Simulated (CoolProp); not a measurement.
A single-stage vapour-compression cycle with ammonia: evaporating at 290.15 K (dew point), condensing at 352.15 K (bubble point), superheat 5 K, subcooling 0 K, compressor efficiency 0.6, no pressure losses. Each further row changes one setting.

The numbers come from the reference Helmholtz-energy equation of state, Gao 2020 in CoolProp.

```json
[
 {"case": "as stated", "cooling COP": "2.08", "pressure ratio": "5.21", "discharge temperature (K)": "489.6", "refrigerating effect (kJ/kg)": "898", "volumetric capacity (kJ/m³)": "5340"},
 {"case": "evaporating temperature 295.15 K", "cooling COP": "2.35", "pressure ratio": "4.44", "discharge temperature (K)": "474.1", "refrigerating effect (kJ/kg)": "902", "volumetric capacity (kJ/m³)": "6260"},
 {"case": "condensing temperature 347.15 K", "cooling COP": "2.33", "pressure ratio": "4.66", "discharge temperature (K)": "474.8", "refrigerating effect (kJ/kg)": "925", "volumetric capacity (kJ/m³)": "5500"},
 {"case": "subcooling 5 K", "cooling COP": "2.15", "pressure ratio": "5.21", "discharge temperature (K)": "489.6", "refrigerating effect (kJ/kg)": "926", "volumetric capacity (kJ/m³)": "5500"},
 {"case": "superheat 15 K", "cooling COP": "2.05", "pressure ratio": "5.21", "discharge temperature (K)": "507.3", "refrigerating effect (kJ/kg)": "926", "volumetric capacity (kJ/m³)": "5250"},
 {"case": "compressor efficiency 0.5", "cooling COP": "1.73", "pressure ratio": "5.21", "discharge temperature (K)": "520.8", "refrigerating effect (kJ/kg)": "898", "volumetric capacity (kJ/m³)": "5340"}
]
```
